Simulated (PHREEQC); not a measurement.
# Alkaline etch or developer

Consider water at 25 °C with 0.028 mol TMAH, 7.4e-06 mol CO2 and 0.0099 mol (CH3)4NCl per kg of water. Closed to the air; pH follows from the charge balance.

Model: ion-association model, wateq4f.dat, run in PHREEQC.

This is a speciation only: nothing precipitates in the calculation.

Problem. What pH does the model give?

Solution. pH 12.37.

Complexes and solids missing from the database can't appear. (CH3)4N+ isn't in the database: it is added as a free cation with an ion size of 4 Å.
